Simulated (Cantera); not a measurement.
Diamond growth

A diamond (100) surface in a fixed gas of H2 with x(CH4) = 0.012, x(H) = 0.0086, at 1075 K, 90.0 Torr; coverages are run to steady state.

Model: the Harris–Goodwin 1993 mechanism for the reconstructed diamond (100) surface, integrated in Cantera.

```csv
x(CH3),growth (µm/h),θ c6HH,θ c6H*,θ c6*H,θ c6**,θ c6HM
1e-06,0.0827,0.532,0.0256,0.426,0.0159,4.47e-5
2.9e-06,0.240,0.532,0.0256,0.426,0.0159,0.000130
8.3e-06,0.686,0.532,0.0256,0.426,0.0159,0.000371
2.4e-05,1.98,0.531,0.0255,0.426,0.0158,0.00107
7e-05,5.76,0.530,0.0255,0.424,0.0158,0.00311
0.0002,16.3,0.525,0.0252,0.421,0.0156,0.00881
0.00058,45.9,0.513,0.0246,0.410,0.0150,0.0248
0.0017,124,0.481,0.0230,0.383,0.0136,0.0671
0.0048,288,0.413,0.0195,0.325,0.0106,0.156
```
θ: site fractions in the mechanism's names (c6HH fully hydrogenated, c6H* and c6*H radical sites, c6** diradical, c6HM methylated).
